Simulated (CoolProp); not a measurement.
The numbers come from the reference Helmholtz-energy equation of state, Zhou 2012 in CoolProp.

Problem. For o-xylene, give the phase and the density (kg/m³), conductivity (mW/(m K)) at 517.8 K and 6.23 bar; 517.8 K and 18.7 bar; 517.8 K and 49.8 bar.

Solution. 
- 517.8 K and 6.23 bar: gas; density 17.8, conductivity 34.1
- 517.8 K and 18.7 bar: liquid; density 662, conductivity 82.1
- 517.8 K and 49.8 bar: liquid; density 674, conductivity 84.5

Thermal conductivity comes from a separate model (Mylona 2014).
